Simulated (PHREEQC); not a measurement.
Consider water at 25 °C with 0.0018 mol TMAH, 0.13 mol NaAlO2 and 0.00055 mol Na2CO3 per kg of water. Closed to the air; pH follows from the charge balance.

Equilibrium calculation in PHREEQC: ion-association model, wateq4f.dat.

Each row changes one thing in this solution. No solid was allowed to form.

```json
[
 {"case": "as made", "pH": "11.13", "ionic strength (mol/kgw)": "0.133", "CO3-2 (mol/kgw)": "0.000285", "NaCO3- (mol/kgw)": "0.000244", "HCO3- (mol/kgw)": "2.06e-5", "NaHCO3 (mol/kgw)": "8.68e-7", "SI of Natron (Na2CO3:10H2O)": "-4.70", "SI of Nahcolite (NaHCO3)": "-5.25"},
 {"case": "0.0015 mol/kgw H2SO4 added", "pH": "7.97", "ionic strength (mol/kgw)": "0.134", "CO3-2 (mol/kgw)": "4.87e-6", "NaCO3- (mol/kgw)": "4.15e-6", "HCO3- (mol/kgw)": "0.000510", "NaHCO3 (mol/kgw)": "2.15e-5", "SI of Natron (Na2CO3:10H2O)": "-6.47", "SI of Nahcolite (NaHCO3)": "-3.86"},
 {"case": "temperature from 25 to 90 °C", "pH": "9.55", "ionic strength (mol/kgw)": "0.133", "CO3-2 (mol/kgw)": "4.05e-5", "NaCO3- (mol/kgw)": "0.000443", "HCO3- (mol/kgw)": "6.37e-5", "NaHCO3 (mol/kgw)": "2.49e-6", "SI of Natron (Na2CO3:10H2O)": "-7.71", "SI of Nahcolite (NaHCO3)": "-5.28"},
 {"case": "diluted 5-fold with water", "pH": "10.52", "ionic strength (mol/kgw)": "0.0266", "CO3-2 (mol/kgw)": "6.52e-5", "NaCO3- (mol/kgw)": "1.75e-5", "HCO3- (mol/kgw)": "2.70e-5", "NaHCO3 (mol/kgw)": "2.92e-7", "SI of Natron (Na2CO3:10H2O)": "-6.43", "SI of Nahcolite (NaHCO3)": "-5.73"},
 {"case": "NaAlO2 left out", "pH": "11.24", "ionic strength (mol/kgw)": "0.00338", "CO3-2 (mol/kgw)": "0.000492", "NaCO3- (mol/kgw)": "7.80e-6", "HCO3- (mol/kgw)": "5.02e-5", "NaHCO3 (mol/kgw)": "2.72e-8", "SI of Natron (Na2CO3:10H2O)": "-8.08", "SI of Nahcolite (NaHCO3)": "-6.77"}
]
```

Some of these states are supersaturated (in Boehmite (slow to form), Gibbsite (slow to form), Basaluminite, for instance). (CH3)4N+ isn't in the database: it is added as a free cation with an ion size of 4 Å. Constants without temperature data keep their 25 °C values here.
